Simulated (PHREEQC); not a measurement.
A column of 0.2 m (40 cells, dispersivity 0.007 m, 3600 s a shift, diffusion coefficient 3e-10 m²/s) holds 0.0039 eq of the database's cation exchanger X per kg of pore water, first in equilibrium with 0.015 mol MnCl2, 0.012 mol NH4Cl and 1e-05 mol HCl per kg of water. It is flushed with 0.57 mmol/kgw PbCl2, 1.1 mmol/kgw KBr and 0.01 mmol/kgw HCl, at 25 °C. Values are for the last cell. The system is closed to CO2. Nothing may precipitate in this run.

The series has 31 steps of pore volumes, from 0 to 6.013.

Model: ion-association model, phreeqc.dat, run in PHREEQC.

After how many pore volumes does K at the outlet first reach half of its feed value?

By 1.4 pore volumes.

After how many pore volumes does Br at the outlet first reach half of its feed value?

By 1.0 pore volumes.

After how many pore volumes does Pb at the outlet first reach half of its feed value?

By 4.2 pore volumes.
